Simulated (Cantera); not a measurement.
An adiabatic, constant-volume homogeneous reactor starts with CO : H2 : CH4 : O2 : N2 = 1 : 0.81 : 0.25 : 0.878 : 3.3 (molar parts), equivalence ratio 1.6, at 1823 K and 1.30 bar. Integrator tolerance rtol = 1e-08.

Computed with Cantera and GRI-Mech 3.0 (53 species, 325 reactions). Above 3000 K some thermodynamic fits are extrapolated.

Problem. What does this change do: 0.13 parts CO2 added?

Solution. 
```csv
quantity,before,after
time of steepest temperature rise,10.7 µs,11.0 µs
temperature at 10.0 s,3051 K,3017 K
equilibrium temperature,3051 K,3017 K
x(CO) at 10.0 s,0.151 (gas-phase equilibrium 0.151),0.157 (gas-phase equilibrium 0.157)
x(H2) at 10.0 s,0.0522 (gas-phase equilibrium 0.0522),0.0463 (gas-phase equilibrium 0.0463)
x(CH4) at 10.0 s,<1e-12 (gas-phase equilibrium <1e-12),<1e-12 (gas-phase equilibrium <1e-12)
x(HCO) at 10.0 s,6.82e-7 (gas-phase equilibrium 6.82e-7),6.20e-7 (gas-phase equilibrium 6.20e-7)
x(CH2O) at 10.0 s,6.90e-9 (gas-phase equilibrium 6.90e-9),6.25e-9 (gas-phase equilibrium 6.25e-9)
x(CH2CO) at 10.0 s,<1e-12 (gas-phase equilibrium <1e-12),<1e-12 (gas-phase equilibrium <1e-12)
```

Problem. What does this change do: 0.014 parts C2H6 added?

Solution. 
```csv
quantity,before,after
time of steepest temperature rise,10.7 µs,8.95 µs
temperature at 10.0 s,3051 K,3050 K
equilibrium temperature,3051 K,3050 K
x(CO) at 10.0 s,0.151 (gas-phase equilibrium 0.151),0.156 (gas-phase equilibrium 0.156)
x(H2) at 10.0 s,0.0522 (gas-phase equilibrium 0.0522),0.0566 (gas-phase equilibrium 0.0566)
x(CH4) at 10.0 s,<1e-12 (gas-phase equilibrium <1e-12),<1e-12 (gas-phase equilibrium <1e-12)
x(HCO) at 10.0 s,6.82e-7 (gas-phase equilibrium 6.82e-7),7.35e-7 (gas-phase equilibrium 7.35e-7)
x(CH2O) at 10.0 s,6.90e-9 (gas-phase equilibrium 6.90e-9),7.76e-9 (gas-phase equilibrium 7.76e-9)
x(CH2CO) at 10.0 s,<1e-12 (gas-phase equilibrium <1e-12),<1e-12 (gas-phase equilibrium <1e-12)
```
